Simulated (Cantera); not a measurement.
An isothermal plug-flow reactor at 873 K and 490000 Pa (inlet), inlet velocity 0.12 m/s, active area per volume 120 1/m; feed CO : O2 : N2 = 0.023 : 0.16 : 0.79 (molar parts).

Cantera simulation using Deutschmann's 1995 Pt surface mechanism with GRI-Mech 3.0 gas chemistry; the numbers are that mechanism's predictions, not measurements. Catalytic surfaces can have several steady states; this one follows from the mechanism file's or the stated starting coverage. Mass transfer to the wall is taken as infinitely fast.

Predict: x(CO) at z = 0.0038 m; x(O2) at z = 0.0038 m; x(CO2) at z = 0.0038 m; θ(free Pt) at the exit; θ(O*) at the exit.


```
Item                       Value
----------------------  --------
x(CO) at z = 0.0038 m   0.000734
x(O2) at z = 0.0038 m      0.155
x(CO2) at z = 0.0038 m    0.0232
θ(free Pt) at the exit    0.0384
θ(O*) at the exit          0.961
```
